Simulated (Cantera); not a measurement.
A closed system holds: 1 mol Si, 4.8 mol H2, equilibrated at 625 °C and 82.5 Torr.

These are equilibrium values from Cantera (NASA tables, ideal gas, pure condensed phases), not measurements of a reactor. Candidate condensed phases: Si; 9 gas species. Equilibrium is a limit: real reactors are often held back by kinetics, nucleation or transport.

Question: What is the equilibrium state?

Answer: 
- x(H2) = 1.00
- n(Si(s)) = 1.00 mol
- gas amount = 4.800 mol
